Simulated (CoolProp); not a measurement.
Vapour pressure (MPa) of carbon monoxide: the reference equation beside estimates from Tc = -140.3 °C, pc = 3.498 MPa, ω = 0.050.

Values from CoolProp's reference Helmholtz-energy equation of state, Lemmon 2006. It is a short technical equation, of lower accuracy than the large ones.

| T (°C) | reference | van der Waals | Redlich-Kwong |
|---|---|---|---|
| -195.15 | 0.06556 | 0.2677 | 0.05678 |
| -192.45 | 0.09094 | 0.3261 | 0.08139 |
| -189.75 | 0.1233 | 0.3925 | 0.1134 |
| -187.15 | 0.1620 | 0.4646 | 0.1523 |
| -184.45 | 0.2112 | 0.5483 | 0.2024 |
| -181.75 | 0.2708 | 0.6414 | 0.2637 |
| -179.05 | 0.3420 | 0.7443 | 0.3375 |
| -176.35 | 0.4262 | 0.8574 | 0.4250 |
| -173.65 | 0.5245 | 0.9811 | 0.5276 |
| -170.95 | 0.6383 | 1.116 | 0.6465 |
| -168.25 | 0.7690 | 1.262 | 0.7830 |
| -165.55 | 0.9178 | 1.419 | 0.9382 |

Absolute difference from the reference over all 12 rows, mean and median: van der Waals 147.3 and 127.2 %, Redlich-Kwong 4.4 and 2.4 %.
